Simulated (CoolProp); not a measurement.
Computed with CoolProp (reference Helmholtz-energy equation of state, Tillner-Roth 1994).

Q: For R134a, give the phase and the density (kg/m³), cp (kJ/(kg K)), cv (kJ/(kg K)), expansivity (1/kK) at 89.25 °C and 2.86 MPa; 112.45 °C and 2.86 MPa; 181.85 °C and 2.86 MPa.

A: 
- 89.25 °C and 2.86 MPa: gas; density 158, cp 1.80, cv 1.03, expansivity 15.7
- 112.45 °C and 2.86 MPa: gas; density 125, cp 1.33, cv 0.991, expansivity 7.52
- 181.85 °C and 2.86 MPa: gas; density 88.2, cp 1.21, cv 1.04, expansivity 3.58
